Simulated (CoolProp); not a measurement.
R365MFC along the isobar 3.7 MPa: fugacity coefficient from the reference equation and from simpler models built on Tc = 186.9 °C, pc = 3.266 MPa, ω = 0.377; each cubic takes its own stable root.

Model: reference Helmholtz-energy equation of state, Lemmon 2016, in CoolProp.

```json
[
 {"T (°C)": "53.05", "phase": "liquid", "reference": "0.04710"},
 {"T (°C)": "74.85", "phase": "liquid", "reference": "0.08740"},
 {"T (°C)": "96.55", "phase": "liquid", "reference": "0.1466"},
 {"T (°C)": "118.25", "phase": "liquid", "reference": "0.2266"},
 {"T (°C)": "139.95", "phase": "liquid", "reference": "0.3270"},
 {"T (°C)": "161.65", "phase": "liquid", "reference": "0.4441"},
 {"T (°C)": "183.45", "phase": "liquid", "reference": "0.5706"},
 {"T (°C)": "205.15", "phase": "supercritical", "reference": "0.6653"},
 {"T (°C)": "226.85", "phase": "supercritical", "reference": "0.7151"}
]
```

Problem. How far does each simpler model (Redlich-Kwong, Peng-Robinson) lie from the reference over these 9 states: mean and median of the absolute difference, and the worst?

Solution. 
- Redlich-Kwong: mean 32.1 %, median 20.9 %, worst +99.0 % at 53.05 °C and 3.7 MPa
- Peng-Robinson: mean 0.6 %, median 0.6 %, worst -1.5 % at 205.15 °C and 3.7 MPa
